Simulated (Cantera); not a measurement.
# Thermodynamics of silicon epitaxy and polysilicon growth, feed SiHCl3 + HCl + N2

Feed: 1 mol SiHCl3, 0.46 mol HCl, 8.4 mol N2, equilibrated at 100 Torr.

These are equilibrium values from Cantera (NASA tables, ideal gas, pure condensed phases), not measurements of a reactor. Candidate condensed phases: NH4Cl, Si, Si3N4; 28 gas species. N2 is the only nitrogen source here; it is nearly inert below about 1500 K, so the nitride shown seldom forms there in practice. The tables' values for SiCl3 are old estimates; treat these amounts as uncertain. The numbers say what is thermodynamically allowed, not how fast it happens.

From 873 K to 1523 K the condensed part is Si3N4(s). The main Si-bearing gas is SiCl4 throughout. The share of Si in condensed phases is highest at 1223 K (41.6 %) and lowest at 1523 K (27.1 %).

```json
[
 {"T (K)": "873", "x N2": "0.815", "x HCl": "0.100", "x SiCl4": "0.0615", "x H2": "0.0229", "x SiCl2": "2.02e-9", "x SiCl3": "1.45e-6", "n Si3N4(s)": "0.128"},
 {"T (K)": "923", "x N2": "0.815", "x HCl": "0.103", "x SiCl4": "0.0607", "x H2": "0.0215", "x SiCl2": "1.66e-8", "x SiCl3": "5.00e-6", "n Si3N4(s)": "0.131"},
 {"T (K)": "973", "x N2": "0.814", "x HCl": "0.106", "x SiCl4": "0.0601", "x H2": "0.0202", "x SiCl2": "1.10e-7", "x SiCl3": "1.51e-5", "n Si3N4(s)": "0.133"},
 {"T (K)": "1023", "x N2": "0.813", "x HCl": "0.108", "x SiCl4": "0.0595", "x H2": "0.0191", "x SiCl2": "5.99e-7", "x SiCl3": "4.11e-5", "n Si3N4(s)": "0.135"},
 {"T (K)": "1073", "x N2": "0.813", "x HCl": "0.110", "x SiCl4": "0.0590", "x H2": "0.0182", "x SiCl2": "2.79e-6", "x SiCl3": "0.000101", "n Si3N4(s)": "0.136"},
 {"T (K)": "1123", "x N2": "0.813", "x HCl": "0.111", "x SiCl4": "0.0584", "x H2": "0.0173", "x SiCl2": "1.13e-5", "x SiCl3": "0.000230", "n Si3N4(s)": "0.137"},
 {"T (K)": "1173", "x N2": "0.812", "x HCl": "0.113", "x SiCl4": "0.0578", "x H2": "0.0166", "x SiCl2": "4.03e-5", "x SiCl3": "0.000486", "n Si3N4(s)": "0.138"},
 {"T (K)": "1223", "x N2": "0.812", "x HCl": "0.114", "x SiCl4": "0.0570", "x H2": "0.0159", "x SiCl2": "0.000129", "x SiCl3": "0.000962", "n Si3N4(s)": "0.139"},
 {"T (K)": "1273", "x N2": "0.811", "x HCl": "0.115", "x SiCl4": "0.0560", "x H2": "0.0154", "x SiCl2": "0.000377", "x SiCl3": "0.00179", "n Si3N4(s)": "0.138"},
 {"T (K)": "1323", "x N2": "0.811", "x HCl": "0.115", "x SiCl4": "0.0543", "x H2": "0.0149", "x SiCl2": "0.00100", "x SiCl3": "0.00316", "n Si3N4(s)": "0.137"},
 {"T (K)": "1373", "x N2": "0.810", "x HCl": "0.116", "x SiCl4": "0.0517", "x H2": "0.0146", "x SiCl2": "0.00246", "x SiCl3": "0.00524", "n Si3N4(s)": "0.133"},
 {"T (K)": "1423", "x N2": "0.808", "x HCl": "0.115", "x SiCl4": "0.0477", "x H2": "0.0144", "x SiCl2": "0.00554", "x SiCl3": "0.00817", "n Si3N4(s)": "0.125"},
 {"T (K)": "1473", "x N2": "0.806", "x HCl": "0.114", "x SiCl4": "0.0417", "x H2": "0.0145", "x SiCl2": "0.0115", "x SiCl3": "0.0118", "n Si3N4(s)": "0.112"},
 {"T (K)": "1523", "x N2": "0.802", "x HCl": "0.112", "x SiCl4": "0.0335", "x H2": "0.0149", "x SiCl2": "0.0216", "x SiCl3": "0.0156", "n Si3N4(s)": "0.0903"}
]
```
x: gas mole fraction; n: condensed amount in mol.
